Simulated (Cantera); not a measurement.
Premixed flame

A freely propagating, adiabatic, planar premixed flame of CH3OH : O2 : N2 = 1 : 1.56 : 5.88 (molar parts), unburnt at 600 K and 82.5 Torr; mixture-averaged transport, grid criteria slope 0.08 and curve 0.16, no radiation.

Model: GRI-Mech 3.0 (53 species, 325 reactions), integrated in Cantera. GRI-Mech 3.0 was tuned for natural gas; its chemistry of methanol as a main component is partial and can be far from experiment. Burning velocities carry a grid error of a few per cent, more on coarse grids.

```
z (mm)  T (K)  u (m/s)   x CH3OH    x O2    x CH2    x CH2O    x N2O     x CO2
------  -----  -------  --------  ------  -------  --------  -------  --------
-5.82     600     1.67     0.118   0.184    <1e-8   7.59e-7    <1e-8   3.36e-7
-3.88     602     1.69     0.118   0.184    <1e-8   1.08e-5    <1e-8   4.99e-6
-2.91     611     1.72     0.117   0.182    <1e-8   6.54e-5    <1e-8   3.16e-5
-1.94     663     1.88     0.113   0.176    <1e-8  0.000560    <1e-8  0.000287
-0.970    966     2.83    0.0865   0.149    <1e-8   0.00518    <1e-8   0.00298
-0.485   1321     4.00    0.0477   0.116  6.75e-7    0.0109  1.25e-8   0.00794
0        1690     5.27   0.00796  0.0812  1.27e-5   0.00678  2.34e-8    0.0171
0.485    1812     5.69  0.000170  0.0585  4.14e-6  0.000433  2.07e-8    0.0289
0.970    1833     5.75   1.14e-6  0.0456  1.90e-7   7.13e-6  1.65e-8    0.0401
1.94     1856     5.79     <1e-8  0.0361    <1e-8   1.20e-8  1.37e-8    0.0558
3.88     1883     5.84     <1e-8  0.0320    <1e-8     <1e-8  1.27e-8    0.0681
7.76     1914     5.92     <1e-8  0.0304    <1e-8     <1e-8  1.28e-8    0.0719
15.5     1961     6.04     <1e-8  0.0290    <1e-8     <1e-8  1.37e-8    0.0735
```
x: mole fraction of selected species; z is measured from the peak of heat release.

```
Quantity                    Result
------------------------  --------
laminar burning velocity  167 cm/s
thermal thickness          1.94 mm
peak x(CH2)                1.36e-5
peak x(CH2O)                0.0115
grid points                    165
```
